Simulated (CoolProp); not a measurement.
Model: reference Helmholtz-energy equation of state, Lemmon 2016, in CoolProp.

Task: Give the vapour pressure (bar), vapour density (kg/m³), enthalpy of vaporisation (kJ/kg) of saturated R365MFC at 109.55 °C.

Result: 
| T (°C) | p (bar) | vapour density (kg/m³) | enthalpy of vaporisation (kJ/kg) |
|---|---|---|---|
| 109.55 | 7.34 | 41.8 | 147 |
